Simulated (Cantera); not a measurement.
Input: 1 mol Fe(CO)₅, 0.22 mol CO, 9 mol H₂, equilibrated at 1350 °C and 1.30 bar.

Equilibrium computed with Cantera from the NASA thermochemical tables; the gas is ideal and each condensed phase is pure. Candidate condensed phases: C, C₆H₆, C₇H₈, C₈H₁₈, Fe, Fe(CO)₅, FeO, Fe(OH)₂, Fe(OH)₃, Fe₂O₃, Fe₃O₄, H₂O; 114 gas species. Equilibrium is a limit: real reactors are often held back by kinetics, nucleation or transport.

Base state: H₂ 0.632, CO 0.367, CH₄ 0.000449, H₂O 0.000392, CO₂ 7.34e-5, H 4.82e-5 (mole fractions); condensed: Fe(γ).

Question: What changes in the equilibrium state with this change: temperature from 1350 °C to 1150 °C?

Answer: 
```
species       before     after
----------  --------  --------
H₂             0.632     0.631
CO             0.367     0.366
CH₄         0.000449   0.00151
H₂O         0.000392   0.00121
H            4.82e-5   4.63e-6
CO₂          7.34e-5  0.000309
Fe(γ), mol     1.000      1.00
```

Question: What changes in the equilibrium state with this change: temperature from 1350 °C to 1152 °C?

Answer: 
```tsv
species	before	after
H₂	0.632	0.631
CO	0.367	0.366
CH₄	0.000449	0.00149
H₂O	0.000392	0.00119
H	4.82e-5	4.75e-6
CO₂	7.34e-5	0.000304
Fe(γ), mol	1.000	1.00
```
